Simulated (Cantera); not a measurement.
A perfectly stirred reactor is fed with CH₄ : C₂H₆ : O₂ : N₂ = 1 : 0.047 : 2.55 : 9.57 (molar parts), equivalence ratio 0.85, at 880000 Pa; it is adiabatic with a 300 K inlet, and is followed from long to short residence time, starting on the burning branch (τ in s: 0.061, 0.027, 0.012, 0.0051, 0.0022, 0.00098, 0.00043, 0.00019, 8.2e-05, 3.6e-05, 1.6e-05).

Model: GRI-Mech 3.0 (53 species, 325 reactions), integrated in Cantera.

What does this change do: inlet temperature 300 to 600 K?


| quantity | before | after |
|---|---|---|
| blow-out, bracketed by the residence times tried | burning at 82.0 µs, out at 36.0 µs | burning at 16.0 µs, the shortest tried |
| x(CH₄) at τ = 61.0 ms | 2.13e-6 | 7.59e-7 |
| x(C₂H₆) at τ = 61.0 ms | 1.40e-8 | 4.54e-9 |
| x(O₂) at τ = 61.0 ms | 0.0289 | 0.0279 |
| x(C₂H₂) at τ = 61.0 ms | 9.09e-8 | 2.14e-8 |
| x(H₂O₂) at τ = 61.0 ms | 2.09e-7 | 3.41e-7 |
| x(CH₄) at τ = 0.980 ms | 6.32e-5 | 3.33e-5 |
| x(C₂H₆) at τ = 0.980 ms | 6.03e-7 | 2.49e-7 |
| x(O₂) at τ = 0.980 ms | 0.0306 | 0.0305 |
| x(C₂H₂) at τ = 0.980 ms | 2.02e-6 | 8.50e-7 |
| x(H₂O₂) at τ = 0.980 ms | 4.75e-7 | 4.45e-7 |

What does this change do: N2 9.57 to 15 parts?


```tsv
quantity	before	after
blow-out, bracketed by the residence times tried	burning at 82.0 µs, out at 36.0 µs	burning at 2.20 ms, out at 0.980 ms
x(CH₄) at τ = 61.0 ms	2.13e-6	1.50e-5
x(C₂H₆) at τ = 61.0 ms	1.40e-8	1.60e-7
x(O₂) at τ = 61.0 ms	0.0289	0.0208
x(C₂H₂) at τ = 61.0 ms	9.09e-8	1.00e-6
x(H₂O₂) at τ = 61.0 ms	2.09e-7	1.15e-7
x(CH₄) at τ = 0.980 ms	6.32e-5	0.0538
x(C₂H₆) at τ = 0.980 ms	6.03e-7	0.00253
x(O₂) at τ = 0.980 ms	0.0306	0.137
x(C₂H₂) at τ = 0.980 ms	2.02e-6	<1e-12
x(H₂O₂) at τ = 0.980 ms	4.75e-7	<1e-12
```
